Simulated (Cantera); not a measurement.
## Equilibrium for carbon deposition, reforming and gasification: C2H2 + H2

Charge: 1 mol C2H2, 16 mol H2, at 2202 °C.

Equilibrium computed with Cantera from the NASA thermochemical tables; the gas is ideal and each condensed phase is pure. Candidate condensed phases: C, C6H6, C7H8, C8H18; 76 gas species. The ideal-gas law is rough above about 30 bar. Equilibrium is a limit: real reactors are often held back by kinetics, nucleation or transport.

```tsv
P (Pa)	x H2	x H	x CH4	x C2H2 (acetylene)	x C3	x C	x C2H4	x CH3	n C(graphite)
10	0.143	0.850	3.19e-10	0.00139	0.00336	0.00118	1.58e-11	3.43e-8	1.53
46	0.363	0.632	9.47e-9	0.00353	0.000729	0.000256	4.68e-10	2.98e-7	1.74
220	0.617	0.377	1.31e-7	0.00600	0.000153	5.35e-5	6.47e-9	1.44e-6	1.72
1000	0.792	0.200	9.80e-7	0.00770	3.36e-5	1.18e-5	4.85e-8	4.48e-6	1.70
4600	0.892	0.0991	5.72e-6	0.00868	7.29e-6	2.56e-6	2.83e-7	1.15e-5	1.68
22000	0.944	0.0466	3.06e-5	0.00918	1.53e-6	5.35e-7	1.52e-6	2.74e-5	1.68
100000	0.968	0.0221	0.000146	0.00942	3.36e-7	1.18e-7	7.24e-6	6.06e-5	1.67
460000	0.979	0.0104	0.000689	0.00952	7.29e-8	2.56e-8	3.41e-5	0.000132	1.66
2200000	0.982	0.00475	0.00331	0.00955	1.53e-8	5.35e-9	0.000164	0.000290	1.60
10000000	0.972	0.00222	0.0148	0.00945	3.36e-9	1.18e-9	0.000730	0.000610	1.39
```
x: gas mole fraction; n: condensed amount in mol.

From 10.0 Pa to 1.00e7 Pa the condensed part is C(graphite). The main C-bearing gas is C3 at 10.0 Pa and C2H2 (acetylene) at 1.00e7 Pa. The share of C in condensed phases is highest at 46.0 Pa (86.9 %) and lowest at 1.00e7 Pa (69.7 %).
